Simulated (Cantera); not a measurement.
An isothermal, constant-pressure homogeneous reactor starts with CH4 : H2O : H2 = 1 : 0.91 : 0.13 (molar parts), at 1273 K and 1000000 Pa.

Cantera simulation using GRI-Mech 3.0 (53 species, 325 reactions); the numbers are that mechanism's predictions, not measurements.

### Question
Predict: x(CH4) at 100 s; x(H2O) at 100 s; x(H2) at 100 s; x(CO2) at 100 s; x(CH2CO) at 100 s; x(H) at 100 s.

### Answer
```json
{
  "x(CH4) at 100 s": "0.419 (gas-phase equilibrium 0.0464)",
  "x(H2O) at 100 s": "0.414 (gas-phase equilibrium 0.0186)",
  "x(H2) at 100 s": "0.137 (gas-phase equilibrium 0.711)",
  "x(CO2) at 100 s": "0.00545 (gas-phase equilibrium 0.00349)",
  "x(CH2CO) at 100 s": "8.57e-7 (gas-phase equilibrium 3.18e-8)",
  "x(H) at 100 s": "8.40e-8 (gas-phase equilibrium 1.91e-7)"
}
```
